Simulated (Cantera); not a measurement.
A freely propagating, adiabatic, planar premixed flame of CH4 : CO : O2 : N2 = 1 : 0.46 : 2.23 : 8.38 (molar parts), equivalence ratio 1.0, unburnt at 423 K and 2.50 bar; mixture-averaged transport, grid criteria slope 0.08 and curve 0.16, no radiation.

Cantera simulation using GRI-Mech 3.0 (53 species, 325 reactions); the numbers are that mechanism's predictions, not measurements. Burning velocities carry a grid error of a few per cent, more on coarse grids.

x: mole fraction of selected species; z is measured from the peak of heat release.

| z (mm) | T (K) | u (m/s) | x CH4 | x CO | x O2 | x CH3 | x N2O | x CH2 |
|---|---|---|---|---|---|---|---|---|
| -0.550 | 423 | 0.560 | 0.0828 | 0.0381 | 0.185 | <1e-8 | <1e-8 | <1e-8 |
| -0.367 | 425 | 0.562 | 0.0826 | 0.0381 | 0.184 | <1e-8 | <1e-8 | <1e-8 |
| -0.275 | 432 | 0.573 | 0.0820 | 0.0381 | 0.184 | 4.86e-8 | <1e-8 | <1e-8 |
| -0.183 | [?] | 0.651 | 0.0786 | 0.0386 | 0.180 | 8.74e-7 | <1e-8 | <1e-8 |
| -0.0917 | [?] | 1.22 | 0.0561 | 0.0455 | 0.147 | 0.000128 | 2.52e-8 | 5.26e-8 |
| -0.0459 | [?] | 1.82 | 0.0306 | 0.0551 | 0.107 | 0.00104 | 7.01e-8 | 3.48e-6 |
| 0 | [?] | 2.39 | 0.00652 | 0.0621 | 0.0593 | 0.00136 | 1.50e-7 | 3.60e-5 |
| 0.0459 | 1930 | 2.60 | 0.000328 | 0.0524 | 0.0333 | 0.000123 | 2.38e-7 | 7.80e-6 |
| 0.0917 | 1997 | 2.68 | 8.43e-6 | 0.0410 | 0.0248 | 3.74e-6 | 2.80e-7 | 2.87e-7 |
| 0.183 | 2076 | 2.76 | 1.60e-8 | 0.0312 | 0.0194 | <1e-8 | 2.88e-7 | <1e-8 |
| 0.367 | 2162 | 2.86 | <1e-8 | 0.0254 | 0.0155 | <1e-8 | 2.89e-7 | <1e-8 |
| 0.734 | 2237 | 2.95 | <1e-8 | 0.0206 | 0.0121 | <1e-8 | 2.83e-7 | <1e-8 |
| 1.47 | 2292 | 3.01 | <1e-8 | 0.0164 | 0.00938 | <1e-8 | 2.61e-7 | <1e-8 |

Problem. What belongs in the gaps?

Solution. 
- -0.183, T (K): 489
- -0.0917, T (K): 904
- -0.0459, T (K): 1345
- 0, T (K): 1759
